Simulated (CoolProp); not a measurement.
Vapour-liquid equilibrium of toluene (1) + ethylbenzene (2) at 0.315 bar; x and y are mole fractions of (1).

Computed with CoolProp (multi-fluid Helmholtz-energy mixture model, Lemmon 2006 and Zhou 2012; pair parameters Bell 2016).

Give the bubble temperature and the first vapour's composition at x = 0.2, 0.725, 0.8. Is there an azeotrope?

x = 0.2: 364.4 K, y = 0.350; x = 0.725: 352.4 K, y = 0.858; x = 0.8: 350.9 K, y = 0.904. No azeotrope shows between x = 0.05 and 0.95.

Pair parameters are fitted to limited data, so mixtures are less certain than the pure fluids.
